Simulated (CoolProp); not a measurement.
Vapour-liquid equilibrium of n-heptane (1) + toluene (2) at 358.2 K; x and y are mole fractions of (1).

Computed with CoolProp (multi-fluid Helmholtz-energy mixture model, Span 2003 and Lemmon 2006; pair parameters Bell 2016).

```tsv
x	bubble pressure, mixture model (MPa)	bubble pressure, Raoult's law (MPa)	y, mixture model	y, Raoult's law
0.05	0.04856	0.04720	0.095	0.071
0.2	…	0.05037	0.304	0.267
0.35	0.05831	0.05355	…	0.440
0.5	…	0.05672	…	0.593
0.65	0.06376	0.05990	…	0.730
0.8	…	0.06307	0.827	0.854
0.95	…	0.06625	0.955	0.965
```

Problem. Complete the blanks.

Solution. 
- 0.2, bubble pressure, mixture model (MPa): 0.05423
- 0.35, y, mixture model: 0.456
- 0.5, bubble pressure, mixture model (MPa): 0.06138
- 0.5, y, mixture model: 0.584
- 0.65, y, mixture model: 0.705
- 0.8, bubble pressure, mixture model (MPa): 0.06559
- 0.95, bubble pressure, mixture model (MPa): 0.06695

The largest gap from Raoult's law is +8.9 % in bubble pressure, at x = 0.35. No azeotrope shows between x = 0.05 and 0.95.

The pair parameters rest on a limited set of measurements; away from them the model extrapolates.
